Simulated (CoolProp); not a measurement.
A single-stage vapour-compression cycle with n-hexane: evaporating at 286.15 K (dew point), condensing at 348.15 K (bubble point), superheat 10 K, subcooling 8 K, compressor efficiency 0.8, no pressure losses. Each further row changes one setting.

The numbers come from the reference Helmholtz-energy equation of state, Thol 2019 in CoolProp.

| case | cooling COP | pressure ratio | discharge temperature (K) | refrigerating effect (kJ/kg) | volumetric capacity (kJ/m³) |
|---|---|---|---|---|---|
| as stated | 3.02 | 10.5 | 348.9 | 264 | 109 |
| evaporating temperature 291.15 K | 3.43 | ? | 348.9 | ? | 140 |
| condensing temperature 343.15 K | 3.38 | ? | ? | 276 | 114 |
| subcooling 13 K | 3.16 | 10.5 | 348.9 | 276 | 114 |
| superheat 20 K | ? | 10.5 | ? | ? | 112 |
| compressor efficiency 0.7 | 2.64 | 10.5 | ? | 264 | 109 |

**Question.** Some entries are withheld; supply them.

**Answer.** 
- evaporating temperature 291.15 K, pressure ratio: 8.33
- evaporating temperature 291.15 K, refrigerating effect (kJ/kg): 272
- condensing temperature 343.15 K, pressure ratio: 9.04
- condensing temperature 343.15 K, discharge temperature (K): 345.4
- superheat 20 K, cooling COP: 3.10
- superheat 20 K, discharge temperature (K): 359.1
- superheat 20 K, refrigerating effect (kJ/kg): 281
- compressor efficiency 0.7, discharge temperature (K): 355.2
